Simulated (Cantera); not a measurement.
A perfectly stirred reactor is fed with NH3 : H2 = 1 : 16 (molar parts), at 0.197 atm; it is held at 2275 K, and followed from long to short residence time.

Cantera simulation using the gas-phase N/H chemistry of the illustrative SiF4/NH3 mechanism in the Surface Chemkin manual (1991); the numbers are that mechanism's predictions, not measurements. Walls and surfaces, which speed up NH3 decomposition in real reactors, are not modelled.

Predict: x(NH3) at τ = 0.930 s; x(H2) at τ = 0.930 s; x(H) at τ = 0.930 s; x(N2) at τ = 0.930 s; x(NH3) at τ = 18.0 ms; x(H2) at τ = 18.0 ms; x(H) at τ = 18.0 ms; x(N2H4) at τ = 18.0 ms; x(N2) at τ = 18.0 ms.

x(NH3) at τ = 0.930 s: 0.000391
x(H2) at τ = 0.930 s: 0.955
x(H) at τ = 0.930 s: 0.0175
x(N2) at τ = 0.930 s: 0.0273
x(NH3) at τ = 18.0 ms: 0.0255
x(H2) at τ = 18.0 ms: 0.955
x(H) at τ = 18.0 ms: 0.00409
x(N2H4) at τ = 18.0 ms: 1.56e-9
x(N2) at τ = 18.0 ms: 0.0155
